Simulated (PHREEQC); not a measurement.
NH3 is added in steps, without added water, to 1 kg of water holding 0.014 mol NaH2PO4 and 0.25 mol HCl, at 25 °C. Oxygen alone is held at its pressure in air (log pO2 = -0.68). CO2 from the air is kept out. No solid was allowed to form.

Base run: PHREEQC, ion-association model, phreeqc.dat. Each further column changes one thing. The table gives H3PO4 (mol/kgw).

```tsv
NH3 added (mol)	base	temperature from 25 to 55 °C	diluted 5-fold with water	solids may form
0	0.0133	0.0135	0.00233	0.0133
0.058	0.0131	0.0133	5.44e-11	0.0131
0.1015	0.0128	0.0131	6.67e-13	0.0128
0.1595	0.0121	0.0125	[?]	0.0121
0.2175	0.00912	0.00992	[?]	0.00912
0.261	3.12e-8	1.53e-7	3.64e-14	3.12e-8
0.319	2.15e-11	9.91e-10	2.22e-14	2.15e-11
0.3625	6.74e-12	3.21e-10	1.64e-14	6.74e-12
0.4205	2.67e-12	[?]	1.16e-14	2.67e-12
0.4785	1.42e-12	[?]	0	1.42e-12
0.522	9.82e-13	4.79e-11	0	9.82e-13
0.58	6.53e-13	3.20e-11	0	6.53e-13
```

Q: Some entries are withheld; supply them.

A: 
- 0.1595, diluted 5-fold with water: 1.39e-13
- 0.2175, diluted 5-fold with water: 5.83e-14
- 0.4205, temperature from 25 to 55 °C: 1.29e-10
- 0.4785, temperature from 25 to 55 °C: 6.91e-11

 Constants without temperature data keep their 25 °C values here. Solids allowed in the column 'solids may form': Halite.
